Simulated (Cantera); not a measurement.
# Low-pressure radical oxidation in H2/O2

An isothermal, constant-pressure homogeneous reactor starts with H₂ : O₂ = 0.0092 : 1 (molar parts), equivalence ratio 0.0046, at 1000 K and 0.00345 atm.

Computed with Cantera and the H2/O2 subset of GRI-Mech 3.0, which has no nitrogen chemistry. Radical loss at walls, strong at low pressure, is not modelled.

| t (s) | x H₂ | x O₂ | x O | x H₂O | x H₂O₂ |
|---|---|---|---|---|---|
| 5.00e-5 | 0.00912 | 0.991 | <1e-12 | <1e-12 | <1e-12 |
| 0.000229 | 0.00912 | 0.991 | 1.05e-12 | <1e-12 | <1e-12 |
| 0.00105 | 0.00912 | 0.991 | 1.48e-11 | 2.65e-12 | <1e-12 |
| 0.00478 | 0.00912 | 0.991 | 1.81e-10 | 1.13e-10 | <1e-12 |
| 0.0219 | 0.00912 | 0.991 | 1.62e-8 | 1.83e-8 | <1e-12 |
| 0.100 | 0.000912 | 0.984 | 0.00554 | 0.00717 | 2.63e-8 |
| 0.457 | 2.89e-5 | 0.986 | 0.00499 | 0.00878 | 4.32e-9 |
| 2.09 | 8.79e-6 | 0.989 | 0.00152 | 0.00903 | 4.27e-9 |
| 9.56 | 8.75e-7 | 0.991 | 0.000155 | 0.00913 | 3.28e-9 |
| 43.7 | 5.70e-8 | 0.991 | 1.05e-5 | 0.00915 | 1.33e-9 |
| 200 | 4.71e-9 | 0.991 | 8.88e-7 | 0.00916 | 2.83e-10 |
x: mole fraction; the columns are a selection and need not sum to one.

Equilibrium at this temperature and pressure: H₂ 1.37e-11, O₂ 0.991, O 2.66e-9, H₂O 0.00916, H₂O₂ 1.52e-12 (gas phase only).
